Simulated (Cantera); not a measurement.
Charge: 1 mol CaO, 8.4 mol F₂, 0.99 mol O₂, held at 73.0 mbar.

Cantera equilibrium calculation (NASA polynomials, part measured and part estimated; ideal gas, pure solids and liquids). Candidate condensed phases: Ca, CaF₂, CaO; 13 gas species. Equilibrium is a limit: real reactors are often held back by kinetics, nucleation or transport.

Question: At 875 °C, list the 4 most abundant gas species with their mole fractions, and the condensed phases.

Answer: F 0.644, F₂ 0.243, O₂ 0.114, FO₂ 1.45e-5. Condensed: CaF₂(s).
